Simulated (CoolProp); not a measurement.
Fluorine at 239.24 K and 0.199 MPa is compressed adiabatically to 0.302 MPa with isentropic efficiency 0.6. Each further row changes one setting.

The numbers come from the reference Helmholtz-energy equation of state, de Reuck 1990 in CoolProp.

| case | work (kJ/kg) | final temperature (K) | final density (kg/m³) |
|---|---|---|---|
| as stated | 38.5 | 286.9 | 4.82 |
| efficiency 1 | 23.1 | 268.1 | 5.16 |
| efficiency 0.65 | 35.5 | 283.3 | 4.88 |
